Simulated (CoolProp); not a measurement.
Saturation properties of nitrogen.

Computed with CoolProp (reference Helmholtz-energy equation of state, Span 2000).

```tsv
T (K)	p (MPa)	vapour density (kg/m³)	surface tension (mN/m)	vapour viscosity (µPa s)	liquid conductivity (mW/(m K))
68.6	0.03125	1.564	10.9	4.78	162
71.3	0.04646	2.251	10.3	4.98	157
74	0.06691	3.147	9.65	5.19	151
76.7	0.09373	4.292	9.03	5.39	146
79.5	0.1295	5.786	8.40	5.61	140
82.2	0.1730	7.568	7.80	5.83	135
84.9	0.2267	9.736	7.20	6.05	130
87.6	0.2918	12.34	6.62	6.27	125
90.3	0.3698	15.45	6.05	6.51	119
93.1	0.4658	19.28	5.47	6.76	114
95.8	0.5744	23.64	4.92	7.01	108
98.5	0.7003	28.75	4.38	7.28	103
101.2	0.8450	34.74	3.85	7.55	97.8
104	1.016	42.04	3.32	7.86	92.2
106.7	1.204	50.34	2.83	8.19	86.9
```

It boils at 77.4 K under 1 atm.

Viscosity comes from a separate model (Lemmon 2004). Thermal conductivity comes from a separate model (Lemmon 2004). Surface tension comes from a separate correlation (Mulero 2012).
